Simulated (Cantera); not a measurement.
Mixture: CH4 : C2H6 : C3H8 : O2 : N2 = 1 : 0.11 : 0.2 : 2.6 : 9.89 (molar parts), equivalence ratio 1.3, at 760 Torr, adiabatic and at constant volume. Ignition delay is the time to a rise of 400 K.

Cantera simulation using GRI-Mech 3.0 (53 species, 325 reactions); the numbers are that mechanism's predictions, not measurements. GRI-Mech 3.0 was tuned for natural gas; its chemistry of propane as a main component is partial and can be far from experiment.

### Question
What does this change do: N2 9.89 to 14 parts?

### Answer
| quantity | before | after |
|---|---|---|
| delay at 1050 K | 59.7 ms | 79.4 ms |
| delay at 1200 K | 4.99 ms | 6.52 ms |
| delay at 1350 K | 0.567 ms | 0.738 ms |
| delay at 1500 K | 0.114 ms | 0.148 ms |
| apparent activation energy between 1425 and 1575 K | 170 kJ/mol | 170 kJ/mol |
